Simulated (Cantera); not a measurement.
Thermodynamics of aluminium nitride and oxide growth, feed Al + H2O + H2

A closed system holds: 1 mol Al, 0.41 mol H2O, 36 mol H2, equilibrated at 2148 K and 0.0100 bar.

Equilibrium computed with Cantera from the NASA thermochemical tables; the gas is ideal and each condensed phase is pure. Candidate condensed phases: Al, Al2O3, H2O; 19 gas species. The tables' values for AlOH are old estimates; treat these amounts as uncertain. Equilibrium is a limit: real reactors are often held back by kinetics, nucleation or transport.

The x(H2) is 0.942, the x(H) is 0.0404 and the x(Al) is 0.0110. The x(Al2O) is 0.00613, the x(H2O) is 0.000391 and the x(AlOH) comes out as 0.000222. The x(AlH) is 0.000220 and the x(AlO) comes out as 1.98e-5. The x(OH) is 2.16e-6 and the n(Al2O3(s)) comes out as 0.0513 mol. The gas amount comes out as 37.83 mol. The log10 activity of Al(l) (absent) is -2.28.
